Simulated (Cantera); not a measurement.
A Cantera script and what it prints.

```python
import numpy as np
import cantera as ct

gas_names = """
    P2 H PH3 N NH3 P4
""".split()
cond_names = """

""".split()


def load(file, names, dense=False):
    # The tables refer to 1 bar. Condensed volumes are neglected.
    table = {s.name: s for s in ct.Species.list_from_file(file)}
    out = []
    for n in names:
        d = dict(table[n].input_data)
        d["thermo"] = dict(d["thermo"], **{"reference-pressure": 1e5})
        if dense:
            d["equation-of-state"] = {"model": "constant-volume", "density": "1e6 g/cm^3"}
        out.append(ct.Species.from_dict(d))
    return out


species = {s.name: s for s in load("nasa_gas.yaml", gas_names) + load("nasa_condensed.yaml", cond_names)}
# Each term lists the table entries of one substance; the one whose range holds T is used.
reactions = {
    'P2(g) + 6 H(g) = 2 PH3(g)':
        [(-1, ['P2']), (-6, ['H']), (2, ['PH3'])],
    '4 PH3(g) + 4 N(g) = 4 NH3(g) + P4(g)':
        [(-4, ['PH3']), (-4, ['N']), (4, ['NH3']), (1, ['P4'])],
}


def pick(names, T):
    return next(species[n] for n in names if species[n].thermo.min_temp <= T <= species[n].thermo.max_temp)


results = []
for label, terms in reactions.items():
    print(label)
    print("     T/K   dH/kJ  dS/(J/K)   dG/kJ   log10 K")
    for T in [300, 798, 848, 898, 948, 998]:
        used = [(nu, pick(names, T)) for nu, names in terms]
        dH = sum(nu * s.thermo.h(T) for nu, s in used) / 1e6
        dS = sum(nu * s.thermo.s(T) for nu, s in used) / 1e3
        dG = dH - T * dS / 1e3
        logK = -dG * 1e6 / (ct.gas_constant * T * np.log(10))
        results.append((label, T, dH, dS, dG, logK, [s.name for _, s in used]))
        print(f"{T:8g} {dH:8.1f} {dS:8.1f} {dG:8.1f} {logK:8.2f}")
```

Output:

```
P2(g) + 6 H(g) = 2 PH3(g)
     T/K   dH/kJ  dS/(J/K)   dG/kJ   log10 K
     300  -1440.9   -486.4  -1295.0   225.48
     798  -1472.2   -550.9  -1032.6    67.59
     848  -1474.4   -553.5  -1005.0    61.90
     898  -1476.3   -555.8   -977.2    56.84
     948  -1478.2   -557.8   -949.4    52.31
     998  -1479.9   -559.5   -921.5    48.23
4 PH3(g) + 4 N(g) = 4 NH3(g) + P4(g)
     T/K   dH/kJ  dS/(J/K)   dG/kJ   log10 K
     300  -2037.3   -403.4  -1916.3   333.64
     798  -2050.4   -428.2  -1708.6   111.84
     848  -2052.0   -430.2  -1687.2   103.92
     898  -2053.7   -432.2  -1665.6    96.88
     948  -2055.4   -434.0  -1643.9    90.58
     998  -2057.1   -435.8  -1622.2    84.90
```

Cantera with NASA thermochemical tables; ideal gases at 1 bar, condensed phases pure. Condensed species are held in their standard states even where they would react or evaporate.
